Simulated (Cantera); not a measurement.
Charge: 1 mol Cr2O3, 87 mol H2, 29 mol N2, equilibrated at 75.0 Torr.

Cantera equilibrium calculation (NASA polynomials, part measured and part estimated; ideal gas, pure solids and liquids). Candidate condensed phases: Cr, CrN, Cr2N, Cr2O3, H2O; 29 gas species. Mutual solubility and eutectic melting of coexisting phases are not modelled. Rates play no part.

log p: log10 of the partial pressure in bar; n: condensed amount in mol.

```json
[
 {"T (°C)": "1275", "log p H2": "-1.13", "log p N2": "-1.60", "log p H2O": "-3.90", "log p Cr": "-5.83", "log p H": "-5.07", "log p CrO": "-9.07", "log p OH": "(withheld)", "n Cr(s)": "0.0960", "n Cr2O3(s)": "0.951"},
 {"T (°C)": "1325", "log p H2": "-1.13", "log p N2": "-1.60", "log p H2O": "-3.77", "log p Cr": "-5.43", "log p H": "-4.84", "log p CrO": "-8.49", "log p OH": "(withheld)", "n Cr(s)": "0.128", "n Cr2O3(s)": "0.934"},
 {"T (°C)": "1375", "log p H2": "-1.13", "log p N2": "-1.60", "log p H2O": "-3.65", "log p Cr": "-5.05", "log p H": "-4.61", "log p CrO": "-7.95", "log p OH": "(withheld)", "n Cr(s)": "0.164", "n Cr2O3(s)": "0.913"},
 {"T (°C)": "1425", "log p H2": "-1.13", "log p N2": "-1.60", "log p H2O": "-3.53", "log p Cr": "-4.69", "log p H": "-4.40", "log p CrO": "-7.45", "log p OH": "(withheld)", "n Cr(s)": "0.204", "n Cr2O3(s)": "0.886"},
 {"T (°C)": "1475", "log p H2": "-1.13", "log p N2": "-1.60", "log p H2O": "-3.42", "log p Cr": "-4.36", "log p H": "-4.20", "log p CrO": "-6.97", "log p OH": "(withheld)", "n Cr(s)": "0.241", "n Cr2O3(s)": "0.854"},
 {"T (°C)": "1525", "log p H2": "-1.13", "log p N2": "-1.60", "log p H2O": "-3.32", "log p Cr": "-4.04", "log p H": "-4.02", "log p CrO": "-6.52", "log p OH": "(withheld)", "n Cr(s)": "0.265", "n Cr2O3(s)": "0.815"},
 {"T (°C)": "1575", "log p H2": "-1.13", "log p N2": "-1.60", "log p H2O": "-3.22", "log p Cr": "-3.75", "log p H": "-3.84", "log p CrO": "-6.09", "log p OH": "(withheld)", "n Cr(s)": "0.254", "n Cr2O3(s)": "0.769"},
 {"T (°C)": "1625", "log p H2": "-1.13", "log p N2": "-1.60", "log p H2O": "-3.13", "log p Cr": "-3.47", "log p H": "-3.67", "log p CrO": "-5.69", "log p OH": "(withheld)", "n Cr(s)": "0.172", "n Cr2O3(s)": "0.714"},
 {"T (°C)": "1675", "log p H2": "-1.13", "log p N2": "-1.61", "log p H2O": "-3.04", "log p Cr": "-3.22", "log p H": "-3.51", "log p CrO": "-5.32", "log p OH": "(withheld)", "n Cr(s)": "0", "n Cr2O3(s)": "0.642"},
 {"T (°C)": "1725", "log p H2": "-1.14", "log p N2": "-1.61", "log p H2O": "-2.89", "log p Cr": "-3.07", "log p H": "-3.36", "log p CrO": "-4.99", "log p OH": "(withheld)", "n Cr(s)": "0", "n Cr2O3(s)": "0.493"},
 {"T (°C)": "1775", "log p H2": "-1.14", "log p N2": "-1.61", "log p H2O": "-2.75", "log p Cr": "-2.93", "log p H": "-3.22", "log p CrO": "-4.68", "log p OH": "(withheld)", "n Cr(s)": "0", "n Cr2O3(s)": "0.295"},
 {"T (°C)": "1825", "log p H2": "-1.15", "log p N2": "-1.61", "log p H2O": "-2.62", "log p Cr": "-2.80", "log p H": "-3.09", "log p CrO": "-4.39", "log p OH": "(withheld)", "n Cr(s)": "0", "n Cr2O3(s)": "0.0329"},
 {"T (°C)": "1875", "log p H2": "-1.15", "log p N2": "-1.61", "log p H2O": "-2.61", "log p Cr": "-2.79", "log p H": "-2.96", "log p CrO": "-4.34", "log p OH": "(withheld)", "n Cr(s)": "0", "n Cr2O3(s)": "0"}
]
```

Task: Complete the blanks.

Result: 
- 1275, log p OH: -9.32
- 1325, log p OH: -8.89
- 1375, log p OH: -8.48
- 1425, log p OH: -8.10
- 1475, log p OH: -7.73
- 1525, log p OH: -7.39
- 1575, log p OH: -7.07
- 1625, log p OH: -6.76
- 1675, log p OH: -6.46
- 1725, log p OH: -6.12
- 1775, log p OH: -5.79
- 1825, log p OH: -5.48
- 1875, log p OH: -5.30
